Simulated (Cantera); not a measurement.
A freely propagating, adiabatic, planar premixed flame of CH4 : H2 : O2 : N2 : H2O = 1 : 0.15 : 1.48 : 6.37 : 0.32 (molar parts), equivalence ratio 1.4, unburnt at 600 K and 1000000 Pa; mixture-averaged transport, grid criteria slope 0.08 and curve 0.16, no radiation.

Cantera simulation using GRI-Mech 3.0 (53 species, 325 reactions); the numbers are that mechanism's predictions, not measurements. Burning velocities carry a grid error of a few per cent, more on coarse grids.

Question: How do the results move with these cheaper or finer settings: unity-Lewis-number transport; multicomponent transport; multicomponent+Soret transport; grid criteria slope 0.5, curve 1; grid criteria slope 0.25, curve 0.5; grid criteria slope 0.03, curve 0.06?

Answer: 
```json
[
 {"setting": "as above", "laminar burning velocity": "19.4 cm/s", "thermal thickness": "0.166 mm", "peak x(CH2)": "7.61e-6", "peak x(HO2)": "0.000125", "grid points": "130"},
 {"setting": "unity-Lewis-number transport", "laminar burning velocity": "15.6 cm/s", "thermal thickness": "0.192 mm", "peak x(CH2)": "7.03e-6", "peak x(HO2)": "7.97e-5", "grid points": "126"},
 {"setting": "multicomponent transport", "laminar burning velocity": "19.6 cm/s", "thermal thickness": "0.168 mm", "peak x(CH2)": "7.65e-6", "peak x(HO2)": "0.000122", "grid points": "131"},
 {"setting": "multicomponent+Soret transport", "laminar burning velocity": "19.5 cm/s", "thermal thickness": "0.167 mm", "peak x(CH2)": "7.91e-6", "peak x(HO2)": "0.000117", "grid points": "131"},
 {"setting": "grid criteria slope 0.5, curve 1", "laminar burning velocity": "21.3 cm/s", "thermal thickness": "0.181 mm", "peak x(CH2)": "7.28e-6", "peak x(HO2)": "0.000126", "grid points": "32"},
 {"setting": "grid criteria slope 0.25, curve 0.5", "laminar burning velocity": "20.1 cm/s", "thermal thickness": "0.172 mm", "peak x(CH2)": "7.51e-6", "peak x(HO2)": "0.000124", "grid points": "54"},
 {"setting": "grid criteria slope 0.03, curve 0.06", "laminar burning velocity": "19.0 cm/s", "thermal thickness": "0.164 mm", "peak x(CH2)": "7.56e-6", "peak x(HO2)": "0.000124", "grid points": "336"}
]
```
The base run took roughly 4 core-seconds.
Unity Lewis numbers drop preferential diffusion, which matters most where H2 and H carry the flame; Soret adds thermal diffusion.
